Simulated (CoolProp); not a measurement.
Vapour-liquid equilibrium of CH2F2 (R32) (1) + propylene (2) at 269.3 K; x and y are mole fractions of (1).

Computed with CoolProp (multi-fluid Helmholtz-energy mixture model, Tillner-Roth 1997 and Lemmon 2013; pair parameters Bell 2016).

```json
[
 {"x": "0.05", "bubble pressure, mixture model (bar)": "5.983", "bubble pressure, Raoult's law (bar)": "5.297", "y, mixture model": "0.156", "y, Raoult's law": "0.068"},
 {"x": "0.125", "bubble pressure, mixture model (bar)": "6.892", "bubble pressure, Raoult's law (bar)": "5.445", "y, mixture model": "0.302", "y, Raoult's law": "0.165"},
 {"x": "0.2", "bubble pressure, mixture model (bar)": "7.550", "bubble pressure, Raoult's law (bar)": "5.593", "y, mixture model": "0.394", "y, Raoult's law": "0.257"},
 {"x": "0.275", "bubble pressure, mixture model (bar)": "8.019", "bubble pressure, Raoult's law (bar)": "5.741", "y, mixture model": "0.458", "y, Raoult's law": "0.344"},
 {"x": "0.35", "bubble pressure, mixture model (bar)": "8.347", "bubble pressure, Raoult's law (bar)": "5.889", "y, mixture model": "0.507", "y, Raoult's law": "0.426"},
 {"x": "0.425", "bubble pressure, mixture model (bar)": "8.570", "bubble pressure, Raoult's law (bar)": "6.038", "y, mixture model": "0.546", "y, Raoult's law": "0.505"},
 {"x": "0.5", "bubble pressure, mixture model (bar)": "8.714", "bubble pressure, Raoult's law (bar)": "6.186", "y, mixture model": "0.580", "y, Raoult's law": "0.580"},
 {"x": "0.575", "bubble pressure, mixture model (bar)": "8.794", "bubble pressure, Raoult's law (bar)": "6.334", "y, mixture model": "0.611", "y, Raoult's law": "0.651"},
 {"x": "0.65", "bubble pressure, mixture model (bar)": "8.815", "bubble pressure, Raoult's law (bar)": "6.482", "y, mixture model": "0.643", "y, Raoult's law": "0.719"},
 {"x": "0.725", "bubble pressure, mixture model (bar)": "8.769", "bubble pressure, Raoult's law (bar)": "6.631", "y, mixture model": "0.680", "y, Raoult's law": "0.784"},
 {"x": "0.8", "bubble pressure, mixture model (bar)": "8.628", "bubble pressure, Raoult's law (bar)": "6.779", "y, mixture model": "0.725", "y, Raoult's law": "0.847"},
 {"x": "0.875", "bubble pressure, mixture model (bar)": "8.334", "bubble pressure, Raoult's law (bar)": "6.927", "y, mixture model": "0.789", "y, Raoult's law": "0.906"},
 {"x": "0.95", "bubble pressure, mixture model (bar)": "7.780", "bubble pressure, Raoult's law (bar)": "7.075", "y, mixture model": "0.891", "y, Raoult's law": "0.963"}
]
```

The largest gap from Raoult's law is +41.9 % in bubble pressure, at x = 0.425. y crosses x between x = 0.575 and 0.65: the model has an azeotrope there.

The pair parameters rest on a limited set of measurements; away from them the model extrapolates.
